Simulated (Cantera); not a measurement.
A closed system holds: 1 mol SiHCl3, 0.018 mol HCl, 110 mol N2, held at 975 K and 0.00133 bar.

These are equilibrium values from Cantera (NASA tables, ideal gas, pure condensed phases), not measurements of a reactor. Candidate condensed phases: NH4Cl, Si, Si3N4; 28 gas species. N2 is the only nitrogen source here; it is nearly inert below about 1500 K, so the nitride shown seldom forms there in practice. The tables' values for SiCl3 are old estimates; treat these amounts as uncertain. Kinetics and transport are ignored.

Base state: N2 0.986, HCl 0.00872, SiCl4 0.00459, H2 0.000216, SiCl3 1.52e-5 (mole fractions); condensed: Si3N4(s).

Q: What changes in the equilibrium state with this change: temperature from 975 K to 1223 K?

A: 
```csv
species,before,after
N2,0.986,0.986
HCl,0.00872,0.00880
SiCl4,0.00459,0.00333
SiCl2,1.42e-6,0.00136
SiCl3,1.52e-5,0.000754
H2,0.000216,0.000172
"Si3N4(s), mol",0.162,0.131
```
